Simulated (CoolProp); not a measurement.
The numbers come from the reference Helmholtz-energy equation of state, Thol 2018 in CoolProp.

### Question
For hydrogen chloride, give the phase and the cp (kJ/(kg K)), cv (kJ/(kg K)) at 340.8 K and 0.0472 MPa; 340.8 K and 0.0896 MPa; 340.8 K and 2.19 MPa.

### Answer
- 340.8 K and 0.0472 MPa: gas; cp 0.802, cv 0.572
- 340.8 K and 0.0896 MPa: gas; cp 0.804, cv 0.573
- 340.8 K and 2.19 MPa: gas; cp 0.960, cv 0.626
